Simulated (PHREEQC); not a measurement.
0.01 mol of Fluorite (CaF2) is brought to equilibrium with 1 kg of water holding 0.1 mol/kgw NaCl, at 20 °C, the pH being set by adding NaOH or HCl. Oxygen alone is held at its pressure in air (log pO2 = -0.68). CO2 from the air is kept out. Solids allowed: Fluorite. Others were left out.

Model: ion-association model, wateq4f.dat, run in PHREEQC.

Question: Predict HF (mol/kgw) at pH = 4, 5, 7, 8.

Answer: 
```
pH  HF (mol/kgw)
--  ------------
4        5.65e-5
5        5.81e-6
7        5.83e-8
8        5.83e-9
```

Species that the database lacks are ignored.
